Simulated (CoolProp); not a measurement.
Computed with CoolProp (reference Helmholtz-energy equation of state, Lemmon 2006). It is a short technical equation, of lower accuracy than the large ones.

Problem. Give the vapour pressure (bar), vapour density (kg/m³), liquid cp (kJ/(kg K)), surface tension (mN/m) of saturated carbonyl sulfide at 28.95, 80.05, 91.35 °C.

Solution. 
```tsv
T (°C)	p (bar)	vapour density (kg/m³)	liquid cp (kJ/(kg K))	surface tension (mN/m)
28.95	14.1	41.0	1.39	7.66
80.05	40.8	137	2.09	1.63
91.35	49.9	186	2.85	0.719
```

Surface tension comes from a separate correlation (Mulero 2012).
